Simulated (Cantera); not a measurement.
A perfectly stirred reactor is fed with CH₄ : C₂H₆ : C₃H₈ : O₂ : N₂ : H₂O = 1 : 0.92 : 1.3 : 9.77 : 36.7 : 1 (molar parts), equivalence ratio 1.2, at 100000 Pa; it is adiabatic with a 675 K inlet, and is followed from long to short residence time, starting on the burning branch (τ in s: 0.17, 0.048, 0.014, 0.004, 0.0012, 0.00033, 9.6e-05, 2.8e-05, 8.1e-06).

Model: GRI-Mech 3.0 (53 species, 325 reactions), integrated in Cantera. GRI-Mech 3.0 was tuned for natural gas; its chemistry of propane as a main component is partial and can be far from experiment.

Q: What does this change do: pressure from 100000 Pa to 500000 Pa?

A: 
```csv
quantity,before,after
"blow-out, bracketed by the residence times tried","burning at 96.0 µs, out at 28.0 µs","burning at 28.0 µs, out at 8.10 µs"
x(CH₄) at τ = 0.170 s,8.14e-7,7.76e-7
x(C₂H₆) at τ = 0.170 s,2.26e-8,7.68e-9
x(C₃H₈) at τ = 0.170 s,3.59e-8,1.29e-8
x(C₂H₄) at τ = 0.170 s,1.79e-7,7.77e-8
x(O) at τ = 0.170 s,0.000272,6.68e-5
x(CH₄) at τ = 1.20 ms,1.99e-5,2.04e-5
x(C₂H₆) at τ = 1.20 ms,2.44e-6,8.74e-7
x(C₃H₈) at τ = 1.20 ms,2.75e-6,1.17e-6
x(C₂H₄) at τ = 1.20 ms,8.15e-6,5.28e-6
x(O) at τ = 1.20 ms,0.00180,0.000339
```
